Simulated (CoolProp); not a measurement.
Properties of dimethyl ether along the isotherm 525 K (Tc = 400.4 K, pc = 53.37 bar, ω = 0.196).

Model: reference Helmholtz-energy equation of state, Wu 2011, in CoolProp.

```
p (bar)          phase  speed of sound (m/s)  viscosity (µPa s)  fugacity coefficient
-------  -------------  --------------------  -----------------  --------------------
33.4               gas                 299.3               18.0                0.9107
66.7     supercritical                 280.8               19.7                0.8317
100      supercritical                 271.1               22.3                0.7617
133      supercritical                 277.3                  …                0.7021
167      supercritical                 302.0               29.4                     …
200      supercritical                 338.3                  …                0.6147
233      supercritical                 379.2                  …                0.5861
267      supercritical                 421.4               41.2                0.5642
```

Task: What belongs in the gaps?

Result: 
- 133, viscosity (µPa s): 25.6
- 167, fugacity coefficient: 0.6523
- 200, viscosity (µPa s): 33.3
- 233, viscosity (µPa s): 37.2

Viscosity comes from a separate model (Meng 2012).
